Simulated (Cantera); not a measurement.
Charge: 1 mol SiHCl3, 4.2 mol H2, equilibrated at 902 °C and 17.3 Torr.

Equilibrium computed with Cantera from the NASA thermochemical tables; the gas is ideal and each condensed phase is pure. Candidate condensed phases: Si; 19 gas species. The tables' values for SiCl3 are old estimates; treat these amounts as uncertain. The numbers say what is thermodynamically allowed, not how fast it happens.

Base state: H2 0.780, HCl 0.0903, SiCl4 0.0764, SiCl2 0.0238, SiHCl3 0.0156, SiCl3 0.0136, SiH2Cl2 0.000407 (mole fractions); condensed: Si(s).

**Question.** What changes in the equilibrium state with this change: pressure from 17.3 Torr to 64.5 Torr?

**Answer.** 
| species | before | after |
|---|---|---|
| H2 | 0.780 | 0.799 |
| SiCl4 | 0.0764 | 0.0853 |
| HCl | 0.0903 | 0.0675 |
| SiCl2 | 0.0238 | 0.0130 |
| SiHCl3 | 0.0156 | 0.0238 |
| SiCl3 | 0.0136 | 0.0107 |
| SiH2Cl2 | 0.000407 | 0.000851 |
| Si(s), mol | 0.268 | 0.257 |
